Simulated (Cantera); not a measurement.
Charge: 1 mol KCl, 0.26 mol H₂, 0.61 mol N₂, equilibrated at 6.53 Torr.

Equilibrium computed with Cantera from the NASA thermochemical tables; the gas is ideal and each condensed phase is pure. Candidate condensed phases: K, KCl, NH₄Cl; 17 gas species. The numbers say what is thermodynamically allowed, not how fast it happens.

Q: What share of the K ends up in condensed phases as a function of T (K), at 823, 873, 923, 973, 1023, 1073, 1123, 1173, 1223?

A: 
| T (K) | K condensed (%) | as |
|---|---|---|
| 823 | 100.0 | KCl(s) |
| 873 | 99.9 | KCl(s) |
| 923 | 99.7 | KCl(s) |
| 973 | 98.8 | KCl(s) |
| 1023 | 95.5 | KCl(s) |
| 1073 | 85.8 | KCl(l) |
| 1123 | 58.5 | KCl(l) |
| 1173 | 0.0 | - |
| 1223 | 0.0 | - |
